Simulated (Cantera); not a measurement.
**Al + O2 + H2 (metals in furnace atmospheres)**

A closed system holds: 1 mol Al, 0.0042 mol O2, 210 mol H2, held at 0.0910 bar.

Method: chemical equilibrium by Gibbs-energy minimisation in Cantera with the NASA 1993 tables (ideal gas, pure condensed phases). Candidate condensed phases: Al, Al2O3, H2O; 19 gas species. Mutual solubility and eutectic melting of coexisting phases are not modelled. The numbers say what is thermodynamically allowed, not how fast it happens.

```csv
T (°C),x H2,x Al,x H,x AlH,x Al2O,x AlOH,x Al2,n Al(s),n Al2O3(s),n Al(l)
450,1.00,<1e-12,<1e-12,<1e-12,<1e-12,<1e-12,<1e-12,0.994,0.00280,0
525,1.00,<1e-12,8.83e-12,1.86e-12,<1e-12,<1e-12,<1e-12,0.994,0.00280,0
600,1.00,2.07e-12,1.55e-10,4.97e-11,<1e-12,<1e-12,<1e-12,0.994,0.00280,0
675,1.00,7.03e-11,1.74e-9,7.64e-10,1.80e-12,<1e-12,<1e-12,0,0.00280,0.994
750,1.00,1.30e-9,1.37e-8,7.19e-9,6.59e-11,<1e-12,<1e-12,0,0.00280,0.994
825,1.00,1.60e-8,8.20e-8,4.94e-8,1.46e-9,2.63e-12,<1e-12,0,0.00280,0.994
900,1.000,1.42e-7,3.91e-7,2.64e-7,2.14e-8,3.26e-11,<1e-12,0,0.00280,0.994
975,1.000,9.68e-7,1.55e-6,1.15e-6,2.25e-7,2.97e-10,1.36e-11,0,0.00278,0.994
1050,1.000,5.28e-6,5.26e-6,4.20e-6,1.80e-6,2.09e-9,1.58e-10,0,0.00267,0.992
1125,1.000,2.39e-5,1.57e-5,1.33e-5,1.14e-5,1.18e-8,1.39e-9,0,0.00200,0.983
```
x: gas mole fraction; n: condensed amount in mol.

From 450 °C to 600 °C the condensed part is Al(s) + Al2O3(s). From 675 °C to 1125 °C the condensed part is Al(l) + Al2O3(s).
